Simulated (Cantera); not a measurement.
Input: 1 mol PbO, 190 mol H₂, 1.1 mol N₂, at 1650 °C and 29000 Pa.

These are equilibrium values from Cantera (NASA tables, ideal gas, pure condensed phases), not measurements of a reactor. Candidate condensed phases: H₂O, Pb, PbO, PbO₂, Pb₃O₄; 27 gas species. Kinetics and transport are ignored.

Base state: H₂ 0.982, N₂ 0.00572, Pb 0.00520, H₂O 0.00520, H 0.00173 (mole fractions); condensed: gas only.

Question: What changes in the equilibrium state with this change: temperature from 1650 °C to 1825 °C?

Answer: 
| species | before | after |
|---|---|---|
| H₂ | 0.982 | 0.978 |
| N₂ | 0.00572 | 0.00571 |
| H | 0.00173 | 0.00565 |
| H₂O | 0.00520 | 0.00519 |
| Pb | 0.00520 | 0.00519 |

Question: What changes in the equilibrium state with this change: temperature from 1650 °C to 727 °C?

Answer: 
```csv
species,before,after
H₂,0.982,0.989
N₂,0.00572,0.00575
H₂O,0.00520,0.00523
Pb,0.00520,5.58e-5
H,0.00173,4.19e-9
NH₃,4.91e-7,1.26e-5
"Pb(l), mol",0,0.989
```

Question: What changes in the equilibrium state with this change: temperature from 1650 °C to 652 °C?

Answer: 
```csv
species,before,after
H₂,0.982,0.989
N₂,0.00572,0.00575
H₂O,0.00520,0.00523
Pb,0.00520,9.21e-6
H,0.00173,<1e-9
NH₃,4.91e-7,2.15e-5
"Pb(l), mol",0,0.998
```
